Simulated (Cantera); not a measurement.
## Hydrocarbon pyrolysis for carbon deposition

A perfectly stirred reactor is fed with 4.55 % C₂H₄, 95.5 % H₂, at 0.00740 atm; it is held at 1950 K, and followed from long to short residence time.

Detailed kinetics in Cantera: GRI-Mech 3.0 (53 species, 325 reactions). GRI-Mech 3.0 was tuned for natural gas; its chemistry of ethylene as a main component is partial and can be far from experiment. GRI-Mech 3.0 stops at C3 and has no aromatics, soot or wall deposition, so with more carbon than oxygen in the feed, carbon stays in small species such as C2H2 where larger ones or solid carbon would form. Radical loss at walls, strong at low pressure, is not modelled.

```csv
τ (s),x C₂H₄,x H₂,x CH₄,x C₂H₂,x C₂H₆,x CH₂
5.6,6.55e-6,0.948,3.57e-5,0.0432,1.65e-11,8.10e-8
1.9,2.08e-5,0.951,3.33e-5,0.0433,2.63e-11,2.61e-8
0.66,0.000102,0.954,2.69e-5,0.0433,9.66e-11,5.58e-9
0.23,0.000490,0.955,2.01e-5,0.0430,3.50e-10,3.56e-9
0.078,0.00200,0.956,1.36e-5,0.0415,1.07e-9,5.83e-9
0.027,0.00632,0.956,8.55e-6,0.0374,2.75e-9,1.01e-8
0.0093,0.0156,0.956,4.66e-6,0.0285,5.90e-9,1.52e-8
0.0032,0.0284,0.955,1.75e-6,0.0163,9.30e-9,1.53e-8
```
x: mole fraction; the columns are a selection and need not sum to one.
